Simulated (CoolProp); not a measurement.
Vapour pressure (bar) of ammonia: the reference equation beside estimates from Tc = 132.4 °C, pc = 113.6 bar, ω = 0.256.

Model: reference Helmholtz-energy equation of state, Gao 2020, in CoolProp.

```csv
T (°C),reference,Lee-Kesler,van der Waals,Soave-Redlich-Kwong
-47.45,0.4733,0.4404,(withheld),0.4476
-31.15,1.128,1.081,9.562,1.090
-14.85,2.376,(withheld),13.81,2.333
1.35,4.513,4.485,19.14,4.486
17.65,7.945,(withheld),(withheld),(withheld)
33.95,13.10,13.21,33.62,13.22
50.15,20.41,20.60,(withheld),20.70
66.45,30.50,30.75,(withheld),31.02
```

**Question.** What belongs in the gaps?

**Answer.** 
- -47.45, van der Waals: 6.304
- -14.85, Lee-Kesler: 2.325
- 17.65, Lee-Kesler: 7.973
- 17.65, van der Waals: 25.72
- 17.65, Soave-Redlich-Kwong: 7.968
- 50.15, van der Waals: 42.85
- 66.45, van der Waals: 53.62

Absolute difference from the reference over all 8 rows, mean and median: Lee-Kesler 2.1 and 0.9 %, van der Waals 418.9 and 273.9 %, Soave-Redlich-Kwong 1.9 and 1.6 %.
